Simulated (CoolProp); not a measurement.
Properties of propylene along the isobar 14.5 bar (Tc = 91.1 °C, pc = 45.55 bar, ω = 0.146).

Values from CoolProp's reference Helmholtz-energy equation of state, Lemmon 2013.

```
T (°C)    phase  Joule-Thomson coefficient (K/MPa)  isothermal compressibility (1/MPa)  expansivity (1/kK)  viscosity (µPa s)  conductivity (mW/(m K))  fugacity coefficient
-------  ------  ---------------------------------  ----------------------------------  ------------------  -----------------  -----------------------  --------------------
-138.65  liquid                            -0.5331                           0.0006675               1.554                923                      178              3.990e-5
-110.45  liquid                            -0.5208                           0.0008798               1.629                478                      170              0.001157
-82.15   liquid                            -0.4872                            0.001193               1.756                304                      160               0.01099
-53.95   liquid                            -0.4279                            0.001676               1.949                213                      149               0.05309
-25.65   liquid                            -0.3329                            0.002489               2.254                157                      137                0.1680
2.55     liquid                            -0.1764                            0.004037               2.776                119                      123                0.3960
30.85    liquid                             0.1338                            0.007907               3.887               90.1                      108                0.7602
59.05       gas                              14.97                              0.8531               5.370               10.1                     22.9                0.8564
87.35       gas                              11.16                              0.7962               4.183               10.8                     26.1                0.8891
115.55      gas                              8.725                              0.7655               3.511               11.6                     29.6                0.9126
143.85      gas                              7.038                              0.7462               3.064               12.4                     33.3                0.9302
172.05      gas                              5.817                              0.7332               2.739               13.1                     37.2                0.9436
200.35      gas                              4.892                              0.7237               2.488               13.9                     41.2                0.9542
```

Viscosity comes from a separate model (Huber 2003), an estimate that may be off by 10 % or more. Thermal conductivity comes from a separate model (Huber 2003), an estimate that may be off by 10 % or more.
